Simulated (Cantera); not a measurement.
A Cantera script and its output.

```python
import numpy as np
import cantera as ct

gas = ct.Solution("gri30.yaml")


def delay(T, t_max=10):
    gas.TPX = T, 101325, {'CH4': 1, 'C2H6': 0.055, 'O2': 1.46, 'N2': 4.53}
    reactor = ct.IdealGasConstPressureReactor(gas, clone=False)
    net = ct.ReactorNet([reactor])
    net.rtol, net.atol = 1e-8, 1e-16
    while net.time < t_max:
        t_old, T_old = net.time, reactor.T
        net.step()
        if reactor.T > T + 400:  # ignition: a rise of 400 K
            return t_old + (T + 400 - T_old) / (reactor.T - T_old) * (net.time - t_old)
    return np.nan


taus = []
for T in [1225, 1300, 1375, 1450, 1525, 1600, 1675, 1750, 1825, 1900]:
    taus.append(delay(T))
    print(f"T0 = {T:6g} K   tau = {taus[-1]:.4e} s")
```

It prints:

```
T0 =   1225 K   tau = 8.9204e-03 s
T0 =   1300 K   tau = 3.6691e-03 s
T0 =   1375 K   tau = 1.5491e-03 s
T0 =   1450 K   tau = 6.8192e-04 s
T0 =   1525 K   tau = 3.1997e-04 s
T0 =   1600 K   tau = 1.6315e-04 s
T0 =   1675 K   tau = 9.1162e-05 s
T0 =   1750 K   tau = 5.5597e-05 s
T0 =   1825 K   tau = 3.6594e-05 s
T0 =   1900 K   tau = 2.5656e-05 s
```

Computed with Cantera and GRI-Mech 3.0 (53 species, 325 reactions).
